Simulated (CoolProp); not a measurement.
Acetone along the isobar 9740 kPa: density (kg/m³) from the reference equation and from simpler models built on Tc = 235.0 °C, pc = 4692 kPa, ω = 0.307; each cubic takes its own stable root.

Computed with CoolProp (reference Helmholtz-energy equation of state, Lemmon 2006). It is a short technical equation, of lower accuracy than the large ones.

| T (°C) | phase | reference | van der Waals | Redlich-Kwong | Soave-Redlich-Kwong |
|---|---|---|---|---|---|
| -31.65 | liquid | 852.3 | 438.8 | 644.3 | 657.8 |
| -20.65 | liquid | 841.1 | 434.7 | 636.9 | 651.5 |
| -9.75 | liquid | 829.9 | 430.5 | 629.4 | 644.9 |
| 1.15 | liquid | 818.7 | 426.3 | 621.7 | 638.1 |
| 12.15 | liquid | 807.4 | 421.9 | 613.7 | 630.9 |
| 23.05 | liquid | 796.0 | 417.5 | 605.4 | 623.4 |
| 34.05 | liquid | 784.4 | 412.9 | 596.9 | 615.6 |
| 44.95 | liquid | 772.8 | 408.3 | 588.1 | 607.5 |
| 55.85 | liquid | 761.0 | 403.6 | 579.1 | 599.0 |
| 66.85 | liquid | 748.9 | 398.8 | 569.7 | 590.1 |
| 77.75 | liquid | 736.7 | 393.8 | 560.1 | 580.8 |
| 88.65 | liquid | 724.3 | 388.8 | 550.2 | 571.1 |
| 99.65 | liquid | 711.4 | 383.6 | 539.9 | 560.8 |
| 110.55 | liquid | 698.3 | 378.3 | 529.3 | 550.2 |
| 121.55 | liquid | 684.7 | 372.7 | 518.3 | 538.9 |
